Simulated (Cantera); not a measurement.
What does this Cantera script print?

```python
import numpy as np
import cantera as ct

gas = ct.Solution("gri30.yaml")
gas.TPX = 1325, 110000, {'N2O': 1}
reactor = ct.IdealGasConstPressureReactor(gas, energy="off", clone=False)
net = ct.ReactorNet([reactor])
net.rtol, net.atol = 1e-08, 1e-18
show = ['N2O', 'O', 'NO', 'NO2', 'N2', 'O2']
times = np.geomspace(9e-06, 100, 14)

steps = ct.SolutionArray(gas, extra=["t"])
rows = []
print(f"{'t/s':>10s}{'T/K':>9s}{'P/Pa':>11s}" + "".join(f"{s:>11s}" for s in show))
for t in times:
    while net.time < t:
        t_next = net.step()
        steps.append(gas.state, t=t_next)
    rows.append([np.interp(t, steps.t, y) for y in (steps.T, steps.P, *steps(*show).X.T)])
    print(f"{t:10.3e}{rows[-1][0]:9.1f}{rows[-1][1]:11.4g}" + "".join(f"{x:11.3e}" for x in rows[-1][2:]))
rate = np.gradient(steps.T, steps.t)
print("integrator steps:", len(steps.t))
if steps.T.max() > steps.T[0] + 200:
    print(f"time of steepest temperature rise: {steps.t[rate.argmax()]:.4e} s")
gas.TPX = 1325, 110000, {'N2O': 1}
gas.equilibrate("TP")
print(f"equilibrium (TP): T = {gas.T:.1f} K  " + "  ".join(f"{s} {gas[s].X[0]:.3e}" for s in show))
```

Result:

```
       t/s      T/K       P/Pa        N2O          O         NO        NO2         N2         O2
 9.000e-06   1325.0    1.1e+05  9.999e-01  9.072e-06  4.939e-06  5.801e-11  3.741e-05  1.293e-05
 3.135e-05   1325.0    1.1e+05  9.998e-01  9.910e-06  2.416e-05  1.383e-09  1.485e-04  6.326e-05
 1.092e-04   1325.0    1.1e+05  9.991e-01  9.911e-06  9.197e-05  1.984e-08  5.377e-04  2.409e-04
 3.804e-04   1325.0    1.1e+05  9.969e-01  9.907e-06  3.275e-04  2.430e-07  1.891e-03  8.583e-04
 1.325e-03   1325.0    1.1e+05  9.893e-01  9.891e-06  1.140e-03  2.613e-06  6.570e-03  2.993e-03
 4.615e-03   1325.0    1.1e+05  9.634e-01  9.818e-06  3.885e-03  2.127e-05  2.247e-02  1.024e-02
 1.607e-02   1325.0    1.1e+05  8.805e-01  9.532e-06  1.255e-02  1.044e-04  7.335e-02  3.345e-02
 5.599e-02   1325.0    1.1e+05  6.609e-01  8.581e-06  3.473e-02  3.252e-04  2.086e-01  9.538e-02
 1.950e-01   1325.0    1.1e+05  2.973e-01  5.937e-06  6.687e-02  6.505e-04  4.349e-01  2.002e-01
 6.793e-01   1325.0    1.1e+05  4.546e-02  1.668e-06  7.940e-02  7.998e-04  5.965e-01  2.778e-01
 2.366e+00   1325.0    1.1e+05  3.669e-04  1.568e-07  7.869e-02  9.420e-04  6.269e-01  2.931e-01
 8.242e+00   1325.0    1.1e+05  1.787e-06  1.433e-07  7.861e-02  9.528e-04  6.272e-01  2.932e-01
 2.871e+01   1325.0    1.1e+05  1.778e-06  1.433e-07  7.841e-02  9.506e-04  6.273e-01  2.933e-01
 1.000e+02   1325.0    1.1e+05  1.748e-06  1.434e-07  7.772e-02  9.428e-04  6.277e-01  2.937e-01
integrator steps: 1083
equilibrium (TP): T = 1325.0 K  N2O 3.417e-08  O 1.525e-07  NO 5.406e-04  NO2 6.985e-06  N2 6.664e-01  O2 3.331e-01
```

Cantera simulation using GRI-Mech 3.0 (53 species, 325 reactions); the numbers are that mechanism's predictions, not measurements. GRI-Mech 3.0 was tuned for natural gas; its chemistry of N2O as a main component is partial and can be far from experiment. The mechanism lacks the step 2 NO + O2 → 2 NO2, which can matter for NO2 below about 1400 K. The temperature is held fixed by assumption; the heat of reaction is taken as removed at once.
